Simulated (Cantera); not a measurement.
A perfectly stirred reactor is fed with C3H8 : O2 : N2 = 1 : 3.33 : 12.5 (molar parts), equivalence ratio 1.5, at 12.0 bar; it is adiabatic with a 475 K inlet, and is followed from long to short residence time, starting on the burning branch (τ in s: 0.09, 0.029, 0.0094, 0.003, 0.00098, 0.00032, 0.0001, 3.3e-05, 1.1e-05, 3.4e-06).

Computed with Cantera and GRI-Mech 3.0 (53 species, 325 reactions). GRI-Mech 3.0 was tuned for natural gas; its chemistry of propane as a main component is partial and can be far from experiment. The pressure lies above the range GRI-Mech 3.0 was tuned for (to about 10 atm).

**Question.** What does this change do: pressure from 12.0 bar to 1.00 bar?

**Answer.** 
| quantity | before | after |
|---|---|---|
| blow-out, bracketed by the residence times tried | burning at 0.100 ms, out at 33.0 µs | burning at 0.320 ms, out at 0.100 ms |
| x(C3H8) at τ = 90.0 ms | 1.36e-7 | 4.01e-7 |
| x(O2) at τ = 90.0 ms | 3.33e-5 | 7.12e-5 |
| x(N2O) at τ = 90.0 ms | 4.63e-9 | 1.38e-8 |
| x(HCN) at τ = 90.0 ms | 8.31e-6 | 1.72e-5 |
| x(C2H) at τ = 90.0 ms | 2.33e-8 | 7.23e-8 |
| x(C3H8) at τ = 0.320 ms | 3.08e-5 | 6.98e-5 |
| x(O2) at τ = 0.320 ms | 0.00410 | 0.00628 |
| x(N2O) at τ = 0.320 ms | 3.58e-8 | 7.59e-8 |
| x(HCN) at τ = 0.320 ms | 7.88e-5 | 0.000220 |
| x(C2H) at τ = 0.320 ms | 1.58e-6 | 3.83e-6 |
